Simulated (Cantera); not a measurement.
Input: 1 mol SiO2, 1.6 mol CH4, 0.012 mol CO, held at 130 Pa.

Cantera equilibrium calculation (NASA polynomials, part measured and part estimated; ideal gas, pure solids and liquids). Candidate condensed phases: C, C6H6, C7H8, C8H18, H2O, Si, SiC, SiO2; 123 gas species. Mutual solubility and eutectic melting of coexisting phases are not modelled. The tables hold silica as quartz up to 1696 K and as liquid above; real silica turns to tridymite and cristobalite and melts near 1996 K. The numbers say what is thermodynamically allowed, not how fast it happens. All values below are at 1473 K.

Base state: H2 0.679, CO 0.252, SiO 0.0692, H 0.000289 (mole fractions); condensed: SiC(s) + SiO2(β-quartz).

Question: What changes in the equilibrium state with this change: pressure from 130 Pa to 101000 Pa?

Answer: 
```
species                before    after
-------------------  --------  -------
H2                      0.679    0.983
CO                      0.252   0.0144
CH4                   1.40e-7  0.00287
SiO                    0.0692  2.51e-5
H                    0.000289  1.25e-5
H2O                   5.84e-6  2.99e-5
SiC(s), mol             0.425   0.0172
SiO2(β-quartz), mol     0.249    0.983
C(graphite), mol            0     1.54
```
